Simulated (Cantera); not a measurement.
A closed system holds: 1 mol HF, 0.11 mol SO₂, 0.12 mol H₂, at 1775 °C and 398 Torr.

Method: chemical equilibrium by Gibbs-energy minimisation in Cantera with the NASA 1993 tables (ideal gas, pure condensed phases). Candidate condensed phases: H₂O, H₂SO₄, S; 43 gas species. Kinetics and transport are ignored.

Base state: HF 0.825, H₂O 0.0706, SO₂ 0.0501, H₂ 0.0262, S₂ 0.0132, SO 0.0103, SH 0.00148, H₂S 0.00114 (mole fractions); condensed: gas only.

**Question.** What changes in the equilibrium state with this change: pressure from 398 Torr to 1800 Torr?

**Answer.** 
| species | before | after |
|---|---|---|
| HF | 0.825 | 0.828 |
| H₂O | 0.0706 | 0.0762 |
| SO₂ | 0.0501 | 0.0490 |
| H₂ | 0.0262 | 0.0203 |
| SO | 0.0103 | 0.00720 |
| S₂ | 0.0132 | 0.0150 |
| H₂F₂ | 2.73e-6 | 1.24e-5 |
| H | 0.000499 | 0.000206 |
| S | 0.000683 | 0.000342 |
| H₂S | 0.00114 | 0.00200 |
